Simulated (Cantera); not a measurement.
Standard-state values (1 bar) from the NASA 1993 polynomials, evaluated with Cantera. Values are per mole of reaction as written; species without (g) are pure solids or liquids, kept so even where they would boil at 1 bar.

Q: Between 300 and 550 K, where is each reaction favourable under standard conditions?
- TiCl₄(g) + H(g) ⇌ HCl(g) + TiCl₃
- Ti + 4 HCl(g) ⇌ 2 H₂(g) + TiCl₄

A: 
- TiCl₄(g) + H(g) ⇌ HCl(g) + TiCl₃: ΔG° is -226 kJ at 300 K and -191 kJ at 550 K; it stays negative (K > 1). ΔH° is -267 kJ and ΔS° -139 J/K at 550 K.
- Ti + 4 HCl(g) ⇌ 2 H₂(g) + TiCl₄: ΔG° is -356 kJ at 300 K and -295 kJ at 550 K; it stays negative (K > 1). ΔH° is -420 kJ and ΔS° -227 J/K at 550 K.
